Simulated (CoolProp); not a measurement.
R236EA at several states: density (kg/m³) from the reference equation and from simpler models built on Tc = 139.3 °C, pc = 3.414 MPa, ω = 0.368; each cubic takes its own stable root.

The numbers come from the reference Helmholtz-energy equation of state, Rui 2013 in CoolProp.

| T (°C) | p (MPa) | phase | reference |
|---|---|---|---|
| 38.45 | 0.145 | gas | 8.882 |
| 27.85 | 3.02 | liquid | 1429 |
| 84.95 | 2.66 | liquid | 1219 |

Q: How far does each simpler model (van der Waals, Redlich-Kwong, Soave-Redlich-Kwong, Peng-Robinson) lie from the reference over these 3 states: mean and median of the absolute difference, and the worst?

A: 
- van der Waals: mean 26.9 %, median 39.3 %, worst -39.7 % at 84.95 °C and 2.66 MPa
- Redlich-Kwong: mean 10.5 %, median 13.4 %, worst -17.2 % at 84.95 °C and 2.66 MPa
- Soave-Redlich-Kwong: mean 6.9 %, median 8.5 %, worst -11.6 % at 84.95 °C and 2.66 MPa
- Peng-Robinson: mean 1.3 %, median 0.3 %, worst +3.4 % at 27.85 °C and 3.02 MPa
